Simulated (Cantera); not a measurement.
A perfectly stirred reactor is fed with H₂ : O₂ : N₂ = 1 : 0.333 : 1.25 (molar parts), equivalence ratio 1.5, at 0.484 atm; it is adiabatic with a 750 K inlet, and is followed from long to short residence time, starting on the burning branch (τ in s: 0.23, 0.1, 0.046, 0.021, 0.0092, 0.0041, 0.0018, 0.00081, 0.00036, 0.00016, 7.1e-05, 3.2e-05, 1.4e-05).

Computed with Cantera and GRI-Mech 3.0 (53 species, 325 reactions).

### Question
Predict: blow-out, bracketed by the residence times tried; x(H₂) at τ = 0.230 s; x(O₂) at τ = 0.230 s; x(NO) at τ = 0.230 s; x(O) at τ = 0.230 s; x(HO₂) at τ = 0.230 s; x(H₂) at τ = 1.80 ms; x(O₂) at τ = 1.80 ms; x(NO) at τ = 1.80 ms; x(O) at τ = 1.80 ms; x(HO₂) at τ = 1.80 ms.

### Answer
- blow-out, bracketed by the residence times tried = burning at 32.0 µs, out at 14.0 µs
- x(H₂) at τ = 0.230 s = 0.144
- x(O₂) at τ = 0.230 s = 0.000328
- x(NO) at τ = 0.230 s = 0.000720
- x(O) at τ = 0.230 s = 0.000399
- x(HO₂) at τ = 0.230 s = 1.62e-7
- x(H₂) at τ = 1.80 ms = 0.136
- x(O₂) at τ = 1.80 ms = 0.00255
- x(NO) at τ = 1.80 ms = 0.000128
- x(O) at τ = 1.80 ms = 0.00284
- x(HO₂) at τ = 1.80 ms = 8.06e-7
